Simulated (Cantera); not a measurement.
Cantera run, input and output.

```python
import numpy as np
import cantera as ct

gas = ct.Solution("gri30.yaml")


def delay(T, t_max=10):
    gas.TPX = T, 410000, {'CH4': 1, 'O2': 1.33, 'N2': 5.01}
    reactor = ct.IdealGasConstPressureReactor(gas, clone=False)
    net = ct.ReactorNet([reactor])
    net.rtol, net.atol = 1e-8, 1e-16
    while net.time < t_max:
        t_old, T_old = net.time, reactor.T
        net.step()
        if reactor.T > T + 400:  # ignition: a rise of 400 K
            return t_old + (T + 400 - T_old) / (reactor.T - T_old) * (net.time - t_old)
    return np.nan


taus = []
for T in [1200, 1275, 1350, 1425, 1500]:
    taus.append(delay(T))
    print(f"T0 = {T:6g} K   tau = {taus[-1]:.4e} s")

# d ln(tau) / d ln(k), from doubling and halving each rate constant
T, sens = 1425, []
for i in range(gas.n_reactions):
    gas.set_multiplier(2.0, i)
    up = delay(T)
    gas.set_multiplier(0.5, i)
    down = delay(T)
    gas.set_multiplier(1.0, i)
    sens.append((np.log(up / down) / np.log(4.0), gas.reaction(i).equation))
sens.sort(key=lambda x: -abs(x[0]))
print(f"sensitivities at {T} K")
for s, eq in sens[:10]:
    print(f"{s:8.3f}  {eq}")
```

It prints:

```
T0 =   1200 K   tau = 1.5307e-02 s
T0 =   1275 K   tau = 5.9079e-03 s
T0 =   1350 K   tau = 2.4234e-03 s
T0 =   1425 K   tau = 1.0474e-03 s
T0 =   1500 K   tau = 4.7511e-04 s
sensitivities at 1425 K
   0.470  2 CH3 (+M) <=> C2H6 (+M)
  -0.408  CH3 + O2 <=> CH3O + O
  -0.276  CH3 + O2 <=> CH2O + OH
  -0.260  H + O2 <=> O + OH
  -0.227  CH2O + O2 <=> HCO + HO2
   0.226  CH4 + H <=> CH3 + H2
  -0.214  CH3 + HO2 <=> CH3O + OH
  -0.155  CH3O + O2 <=> CH2O + HO2
  -0.132  CH2O + CH3 <=> CH4 + HCO
   0.131  CH2O + H (+M) <=> CH3O (+M)
```

Cantera simulation using GRI-Mech 3.0 (53 species, 325 reactions); the numbers are that mechanism's predictions, not measurements.
